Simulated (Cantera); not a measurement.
Feed: 1 mol SiHCl₃, 0.13 mol HCl, 540 mol H₂, equilibrated at 1.50 mbar.

These are equilibrium values from Cantera (NASA tables, ideal gas, pure condensed phases), not measurements of a reactor. Candidate condensed phases: Si; 19 gas species. Gases not in the tables: Si₂H₆ and higher silanes. Kinetics and transport are ignored.

**Question.** What share of the Si ends up in condensed phases as a function of T (K), at 1598, 1673, 1748, 1823, 1898, 1973, 2048?

**Answer.** 
```json
[
 {"T (K)": "1598", "Si condensed (%)": "90.0", "as": "Si(s)"},
 {"T (K)": "1673", "Si condensed (%)": "76.5", "as": "Si(s)"},
 {"T (K)": "1748", "Si condensed (%)": "35.7", "as": "Si(l)"},
 {"T (K)": "1823", "Si condensed (%)": "0.0", "as": "-"},
 {"T (K)": "1898", "Si condensed (%)": "0.0", "as": "-"},
 {"T (K)": "1973", "Si condensed (%)": "0.0", "as": "-"},
 {"T (K)": "2048", "Si condensed (%)": "0.0", "as": "-"}
]
```
